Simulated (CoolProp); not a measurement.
Properties of methane along the isobar 5440 kPa.

The numbers come from the reference Helmholtz-energy equation of state, Setzmann 1991 in CoolProp.

```
T (°C)           phase  cp (kJ/(kg K))  Joule-Thomson coefficient (K/MPa)  viscosity (µPa s)
-------  -------------  --------------  ---------------------------------  -----------------
-105.45         liquid               ?                             0.1384               46.0
-79.25   supercritical           15.50                              3.532               21.3
-52.95   supercritical           3.908                              7.391               10.7
-26.75   supercritical           2.989                              5.891               10.9
-0.45    supercritical           2.711                                  ?                  ?
25.75    supercritical               ?                              3.926                  ?
52.05    supercritical           2.581                              3.260               13.0
78.25    supercritical           2.596                                  ?               13.7
104.45   supercritical           2.638                              2.294               14.4
130.75   supercritical           2.697                              1.938               15.1
156.95   supercritical           2.767                              1.644                  ?
183.25   supercritical           2.845                              1.398               16.5
209.45   supercritical           2.928                              1.193               17.2
235.75   supercritical           3.015                              1.019               17.8
```

**Question.** Some entries are withheld; supply them.

**Answer.** 
- -105.45, cp (kJ/(kg K)): 4.300
- -0.45, Joule-Thomson coefficient (K/MPa): 4.773
- -0.45, viscosity (µPa s): 11.6
- 25.75, cp (kJ/(kg K)): 2.608
- 25.75, viscosity (µPa s): 12.3
- 78.25, Joule-Thomson coefficient (K/MPa): 2.727
- 156.95, viscosity (µPa s): 15.8

The peak of cp marks the crossing from liquid-like to gas-like fluid above the critical point.

Viscosity comes from a separate model (Quiñones-Cisneros 2006).
